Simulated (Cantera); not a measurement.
Charge: 1 mol SiH4, 0.36 mol HCl, 8.4 mol H2, held at 41000 Pa.

These are equilibrium values from Cantera (NASA tables, ideal gas, pure condensed phases), not measurements of a reactor. Candidate condensed phases: Si; 19 gas species. The tables' values for SiCl, SiCl3 are old estimates; treat these amounts as uncertain. Gases not in the tables: Si2H6 and higher silanes. Equilibrium is a limit: real reactors are often held back by kinetics, nucleation or transport.

log p: log10 of the partial pressure in bar; n: condensed amount in mol.

```
T (°C)  log p H2  log p HCl  log p H  log p Si  log p SiCl2  n Si(l)
------  --------  ---------  -------  --------  -----------  -------
1502       -0.40      -1.94    -3.74       ___        -2.97    0.971
1552       -0.40      -1.93    -3.56       ___        -2.99    0.972
1602       -0.40      -1.93    -3.38       ___        -3.01    0.973
1652       -0.40      -1.93    -3.22       ___        -3.03    0.974
1702       -0.40      -1.92    -3.06       ___        -3.06    0.974
1752       -0.40      -1.92    -2.92       ___        -3.08    0.974
1802       -0.40      -1.92    -2.78       ___        -3.10    0.972
1852       -0.40      -1.92    -2.64       ___        -3.12    0.970
1902       -0.41      -1.92    -2.51       ___        -3.14    0.966
1952       -0.41      -1.92    -2.39       ___        -3.16    0.959
2002       -0.41      -1.92    -2.28       ___        -3.18    0.949
2052       -0.41      -1.92    -2.16       ___        -3.20    0.934
2102       -0.41      -1.93    -2.06       ___        -3.22    0.912
```

Question: What belongs in the gaps?

Answer: 
- 1502, log p Si: -5.66
- 1552, log p Si: -5.34
- 1602, log p Si: -5.04
- 1652, log p Si: -4.76
- 1702, log p Si: -4.49
- 1752, log p Si: -4.23
- 1802, log p Si: -3.99
- 1852, log p Si: -3.76
- 1902, log p Si: -3.54
- 1952, log p Si: -3.33
- 2002, log p Si: -3.13
- 2052, log p Si: -2.94
- 2102, log p Si: -2.75
